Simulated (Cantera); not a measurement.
An isothermal, constant-pressure homogeneous reactor starts with 0.990 % C₂H₆, 99.0 % N₂, at 1475 K and 0.0263 atm.

Computed with Cantera and GRI-Mech 3.0 (53 species, 325 reactions). GRI-Mech 3.0 stops at C3 and has no aromatics, soot or wall deposition, so with more carbon than oxygen in the feed, carbon stays in small species such as C2H2 where larger ones or solid carbon would form. Radical loss at walls, strong at low pressure, is not modelled.

One state of this run: x C₂H₆ = 0.00962; x CH₂ = 2.03e-7; x CH₃ = 0.000471; x CH₄ = 1.34e-5; x C₂H₂ = 1.34e-8. x: mole fraction; the columns are a selection and need not sum to one.

Task: Which value of t (s) does it belong to?
A. 0.000456
B. 11.1
C. 2.54e-5
D. 0.147

Result: A, 0.000456
